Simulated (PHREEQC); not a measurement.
**Brine (model solution)**

Solution (5 °C): 0.022 mol KCl, 8.7e-05 mol Na2B4O7 and 0.16 mol MgCl2 per kg of water. Closed to the air; pH follows from the charge balance.

Equilibrium calculation in PHREEQC: ion-association model, phreeqc.dat.

Each row changes one thing in this solution. Precipitation was switched off in this run.

```
case                                             pH  ionic strength (mol/kgw)  SI of Sylvite (KCl)
---------------------------------------------  ----  ------------------------  -------------------
as made                                        9.03                     0.502                -3.28
Na2B4O7 replaced by NaCl at the same molality  6.77                     0.502                -3.28
temperature from 5 to 30 °C                    8.43                     0.502                -3.43
temperature from 5 to 45 °C                    8.02                     0.502                -3.51
diluted 5-fold with water                      9.01                     0.100                -4.54
KCl from 0.022 to 0.011 mol/kgw                9.03                     0.491                -3.60
temperature from 5 to 50 °C                    7.88                     0.502                -3.53
0.017 mol/kgw H2SO4 added                      1.62                     0.517                -3.29
Na2B4O7 left out                               6.77                     0.502                -3.28
```

Species that the database lacks are ignored. Constants without temperature data keep their 25 °C values here.
